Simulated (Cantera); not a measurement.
A Cantera script and its output.

```python
import numpy as np
import cantera as ct

gas = ct.Solution("gri30.yaml")
gas.TPX = 500, 260000, {'CO': 1, 'H2': 0.56, 'CH4': 1.1, 'O2': 3.31, 'N2': 12.4}
inlet = ct.Reservoir(gas, clone=True)
gas.equilibrate("HP")  # start burning
reactor = ct.IdealGasConstPressureReactor(gas, energy="on", clone=False)
exhaust = ct.Reservoir(gas, clone=True)
tau = [0.036, 0.017, 0.0076, 0.0035, 0.0016, 0.00073, 0.00034, 0.00015, 7.1e-05, 3.2e-05][0]
for a, b in ((inlet, reactor), (reactor, exhaust)):
    ct.MassFlowController(a, b, mdot=lambda t: reactor.mass / tau)
net = ct.ReactorNet([reactor])
show = ['CO', 'H2', 'CH4', 'CH2CO', 'NO2', 'O', 'C2H4']

rows = []
print(f"{'tau/s':>10s}{'T/K':>9s}" + "".join(f"{s:>11s}" for s in show))
for tau in [0.036, 0.017, 0.0076, 0.0035, 0.0016, 0.00073, 0.00034, 0.00015, 7.1e-05, 3.2e-05]:
    net.initial_time = 0.0
    net.advance(30 * tau)
    before = gas.X
    net.advance(40 * tau)
    drift = np.max(np.abs(gas.X - before) / (gas.X + 1e-9))
    rows.append([gas.T, *gas[show].X, drift])
    print(f"{tau:10.3e}{gas.T:9.1f}" + "".join(f"{x:11.3e}" for x in gas[show].X))
```

It prints:

```
     tau/s      T/K         CO         H2        CH4      CH2CO        NO2          O       C2H4
 3.600e-02   2323.1  7.487e-03  1.785e-03  2.000e-06  4.480e-10  1.265e-06  5.764e-04  5.921e-11
 1.700e-02   2317.6  8.149e-03  1.940e-03  3.961e-06  1.001e-09  8.654e-07  6.409e-04  2.207e-10
 7.600e-03   2304.6  9.495e-03  2.266e-03  7.904e-06  2.443e-09  5.407e-07  7.707e-04  7.927e-10
 3.500e-03   2281.3  1.172e-02  2.825e-03  1.461e-05  5.767e-09  3.351e-07  1.003e-03  2.277e-09
 1.600e-03   2244.3  1.504e-02  3.706e-03  2.609e-05  1.308e-08  2.010e-07  1.407e-03  5.591e-09
 7.300e-04   2192.8  1.939e-02  4.925e-03  4.610e-05  2.760e-08  1.168e-07  2.035e-03  1.246e-08
 3.400e-04   2129.3  2.442e-02  6.393e-03  8.175e-05  5.407e-08  6.876e-08  2.883e-03  2.698e-08
 1.500e-04   2046.8  3.067e-02  8.167e-03  1.589e-04  1.118e-07  4.023e-08  3.995e-03  6.704e-08
 7.100e-05   1957.3  3.771e-02  9.832e-03  3.179e-04  2.429e-07  2.486e-08  4.985e-03  1.832e-07
 3.200e-05   1838.2  4.912e-02  1.161e-02  8.089e-04  7.863e-07  1.334e-08  5.297e-03  8.074e-07
```

Computed with Cantera and GRI-Mech 3.0 (53 species, 325 reactions).
